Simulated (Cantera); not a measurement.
Diamond growth

A diamond (100) surface in a fixed gas of H2 with x(CH4) = 0.0071, x(H) = 0.0062, x(CH3) = 1.7e-05, 0.0878 atm; coverages are run to steady state.

Detailed kinetics in Cantera: the Harris–Goodwin 1993 mechanism for the reconstructed diamond (100) surface.

```csv
T (K),growth (µm/h),θ c6HH,θ c6H*,θ c6*H,θ c6**,θ c6HM
900,0.474,0.690,0.0105,0.292,0.00438,0.00231
950,0.625,0.642,0.0142,0.335,0.00668,0.00184
1000,0.787,0.596,0.0184,0.374,0.00970,0.00147
1050,0.939,0.552,0.0230,0.409,0.0135,0.00115
1100,1.03,0.512,0.0279,0.441,0.0181,0.000859
1150,0.983,0.475,0.0331,0.468,0.0235,0.000570
1200,0.799,0.441,0.0384,0.490,0.0296,0.000319
1250,0.587,0.411,0.0438,0.509,0.0364,0.000151
1300,0.448,0.384,0.0491,0.523,0.0436,6.53e-5
1350,0.389,0.360,0.0543,0.535,0.0512,2.71e-5
1400,0.371,0.339,0.0594,0.543,0.0590,1.12e-5
```
θ: site fractions in the mechanism's names (c6HH fully hydrogenated, c6H* and c6*H radical sites, c6** diradical, c6HM methylated).
